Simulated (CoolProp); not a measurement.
Vapour-liquid equilibrium of acetone (1) + p-xylene (2) at 30.15 °C; x and y are mole fractions of (1).

Values from CoolProp's multi-fluid Helmholtz-energy mixture model, Lemmon 2006 and Zhou 2012; pair parameters Bell 2016.

| x | bubble pressure, mixture model (bar) | bubble pressure, Raoult's law (bar) | y, mixture model | y, Raoult's law |
|---|---|---|---|---|
| 0.05 | 0.05854 | 0.03405 | 0.742 | 0.561 |
| 0.2 | 0.1479 | 0.08898 | 0.910 | 0.859 |
| 0.35 | 0.2035 | 0.1439 | 0.942 | 0.929 |
| 0.5 | 0.2444 | 0.1989 | 0.958 | 0.960 |
| 0.65 | 0.2811 | 0.2538 | 0.970 | 0.978 |
| 0.8 | 0.3198 | 0.3087 | 0.982 | 0.990 |
| 0.95 | 0.3649 | 0.3637 | 0.995 | 0.998 |

The largest gap from Raoult's law is +71.9 % in bubble pressure, at x = 0.05. No azeotrope shows between x = 0.05 and 0.95.

The pair parameters rest on a limited set of measurements; away from them the model extrapolates. With so large a gap from Raoult's law the liquid may split in two, which this calculation doesn't test in full.
